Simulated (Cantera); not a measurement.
An adiabatic, constant-pressure homogeneous reactor starts with H2 : O2 : N2 = 1 : 1.25 : 4.7 (molar parts), equivalence ratio 0.40, at 1173 K and 10.9 atm.

Computed with Cantera and the H2/O2 subset of GRI-Mech 3.0, which has no nitrogen chemistry. The hydrogen kinetics of GRI-Mech 3.0 are dated; newer H2 mechanisms differ, most at raised pressure.

One state of this run: T (K) = 2187; x H2 = 0.000144; x O2 = 0.115; x O = 0.000256; x H = 1.90e-5; x HO2 = 8.13e-6; x OH = 0.00277; x H2O = 0.153. x: mole fraction; the columns are a selection and need not sum to one.

Task: Which value of t (s) does it belong to?
(A) 6.79e-5
(B) 0.000198
(C) 0.00490
(D) 8.00e-6

Result: C, 0.00490
